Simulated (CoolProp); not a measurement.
50 sccm (0 °C, 1 atm) of nitrogen bubbles through liquid toluene at 327.2 K and leaves saturated at a total pressure of 0.15 MPa (ideal gas phase). Each further row changes one setting.

Values from CoolProp's reference Helmholtz-energy equation of state, Lemmon 2006. It is a short technical equation, of lower accuracy than the large ones.

```tsv
case	vapour pressure (kPa)	mole fraction of vapour	delivery (mg/min)	delivery (sccm)	change of delivery for a bath 1 K warmer (%)
as stated	14.6	0.0971	22.1	5.38	4.7
bath temperature 332.2 K	17.9	0.119	27.8	6.75	4.6
total pressure 0.3 MPa	14.6	0.0486	10.5	2.55	4.4
```
